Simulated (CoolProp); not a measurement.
Properties of R1336mzz(E) along the isobar 101 kPa (Tc = 403.5 K, pc = 2779 kPa, ω = 0.413).

Model: reference Helmholtz-energy equation of state, Akasaka 2023, in CoolProp.

```tsv
T (K)	phase	Joule-Thomson coefficient (K/MPa)	fugacity coefficient
297.5	gas	25.81	?
310	gas	?	?
322.5	gas	?	0.9712
335	gas	?	0.9748
347.5	gas	?	0.9778
360	gas	?	0.9804
372.5	gas	13.36	0.9826
385	gas	12.22	0.9845
397.5	gas	11.22	0.9862
410	gas	10.34	0.9877
```

Problem. What belongs in the gaps?

Solution. 
- 297.5, fugacity coefficient: 0.9618
- 310, Joule-Thomson coefficient (K/MPa): 22.72
- 310, fugacity coefficient: 0.9669
- 322.5, Joule-Thomson coefficient (K/MPa): 20.16
- 335, Joule-Thomson coefficient (K/MPa): 18.02
- 347.5, Joule-Thomson coefficient (K/MPa): 16.22
- 360, Joule-Thomson coefficient (K/MPa): 14.69
